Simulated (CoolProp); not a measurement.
R141b along the isobar 218 bar: density (kg/m³) from the reference equation and from simpler models built on Tc = 204.4 °C, pc = 42.12 bar, ω = 0.220; each cubic takes its own stable root.

Model: reference Helmholtz-energy equation of state, Lemmon 2006, in CoolProp. It is a short technical equation, of lower accuracy than the large ones.

```csv
T (°C),phase,reference,van der Waals,Redlich-Kwong
-16.55,liquid,1341,845.8,1220
11.55,liquid,1295,827.7,1183
39.75,liquid,1249,809.0,1145
67.95,liquid,1202,(withheld),1104
96.05,liquid,1154,770.3,1062
124.25,liquid,(withheld),750.0,1018
152.45,liquid,1051,729.3,971.8
180.55,liquid,996.1,(withheld),924.3
208.75,supercritical,938.5,686.1,875.5
```

Question: Complete the blanks.

Answer: 
- 67.95, van der Waals: 789.9
- 124.25, reference: 1103
- 180.55, van der Waals: 708.0
